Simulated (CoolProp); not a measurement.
Saturation properties of propylene (Tc = 364.2 K, pc = 4.555 MPa, ω = 0.146).

The numbers come from the reference Helmholtz-energy equation of state, Lemmon 2013 in CoolProp.

```csv
T (K),p (MPa),liquid density (kg/m³),enthalpy of vaporisation (kJ/kg),vapour Z,vapour viscosity (µPa s),liquid conductivity (mW/(m K))
236.4,0.1619,596.4,426.5,0.9498,6.66,141
244.5,0.2228,585.9,416.7,0.9373,6.89,137
252.5,0.2987,575.3,406.6,0.9232,7.13,134
260.6,0.3939,564.1,395.7,0.9070,7.38,130
268.7,0.5102,552.6,384.2,0.8887,7.66,126
276.8,0.6503,540.7,372.0,0.8684,7.95,122
284.9,0.8170,528.2,358.8,0.8459,8.28,118
292.9,1.010,515.2,344.7,0.8213,8.64,114
301,1.239,501.3,329.3,0.7938,9.05,110
309.1,1.502,486.4,312.4,0.7634,9.53,106
317.2,1.805,470.4,293.8,0.7298,10.1,101
325.2,2.145,453.0,273.1,0.6927,10.7,97.0
333.3,2.536,433.3,249.2,0.6503,11.6,92.6
```

It boils at 225.5 K under 1 atm.

Viscosity comes from a separate model (Huber 2003), an estimate that may be off by 10 % or more. Thermal conductivity comes from a separate model (Huber 2003), an estimate that may be off by 10 % or more.
